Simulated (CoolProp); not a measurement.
Properties of carbon dioxide along the isobar 101 kPa.

Values from CoolProp's reference Helmholtz-energy equation of state, Span 1996.

| T (K) | phase | cp (kJ/(kg K)) | speed of sound (m/s) | expansivity (1/kK) | fugacity coefficient |
|---|---|---|---|---|---|
| 244.4 | gas | [?] | 245.2 | 4.226 | 0.9904 |
| 285.2 | gas | 0.8384 | [?] | 3.574 | 0.9942 |
| 326 | gas | 0.8772 | 279.8 | 3.106 | 0.9963 |
| 366.7 | gas | 0.9138 | [?] | 2.751 | 0.9975 |
| 407.5 | gas | 0.9478 | 309.9 | 2.470 | 0.9983 |
| 448.3 | gas | 0.9792 | [?] | 2.241 | 0.9988 |
| 489.1 | gas | 1.008 | 337.2 | 2.052 | 0.9992 |
| 529.9 | gas | 1.035 | 349.9 | 1.893 | 0.9994 |
| 570.7 | gas | 1.060 | 362.2 | 1.756 | 0.9996 |

Question: Fill in the missing entries.

Answer: 
- 244.4, cp (kJ/(kg K)): 0.8002
- 285.2, speed of sound (m/s): 263.2
- 366.7, speed of sound (m/s): 295.3
- 448.3, speed of sound (m/s): 323.8
